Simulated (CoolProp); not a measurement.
Saturation properties of water (Tc = 647.1 K, pc = 22060 kPa, ω = 0.344).

Model: reference Helmholtz-energy equation of state, Wagner 2002, in CoolProp.

```csv
T (K),p (kPa),vapour density (kg/m³),enthalpy of vaporisation (kJ/kg)
333.1,19.90,0.1301,…
338.6,25.55,0.1645,…
344,32.37,0.2054,2331
349.5,40.83,0.2553,2317
354.9,50.88,0.3137,2304
360.4,63.16,0.3841,2290
365.8,77.55,0.4654,2276
371.3,94.90,0.5622,…
376.8,115.4,0.6748,2247
382.2,…,0.8025,…
387.7,166.7,0.9522,…
393.1,…,1.120,2202
```

### Question
Fill in the missing entries.

### Answer

- 333.1, enthalpy of vaporisation (kJ/kg): 2358
- 338.6, enthalpy of vaporisation (kJ/kg): 2344
- 371.3, enthalpy of vaporisation (kJ/kg): 2261
- 382.2, p (kPa): 138.9
- 382.2, enthalpy of vaporisation (kJ/kg): 2232
- 387.7, enthalpy of vaporisation (kJ/kg): 2217
- 393.1, p (kPa): 198.4

It boils at 373.1 K under 1 atm.
